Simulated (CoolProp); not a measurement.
Vapour-liquid equilibrium of R152A (1) + isobutane (2) at -45.95 °C; x and y are mole fractions of (1).

Computed with CoolProp (multi-fluid Helmholtz-energy mixture model, Outcalt 1996 and Bücker 2006; pair parameters Bell 2016).

**Question.** Give the bubble pressure and the first vapour's composition at x = 0.05, 0.35, 0.5. Is there an azeotrope?

**Answer.** x = 0.05: 0.02743 MPa, y = 0.267; x = 0.35: 0.04263 MPa, y = 0.612; x = 0.5: 0.04381 MPa, y = 0.641. y crosses x between x = 0.65 and 0.8: the model has an azeotrope there.

Pair parameters are fitted to limited data, so mixtures are less certain than the pure fluids. With so large a gap from Raoult's law the liquid may split in two, which this calculation doesn't test in full.
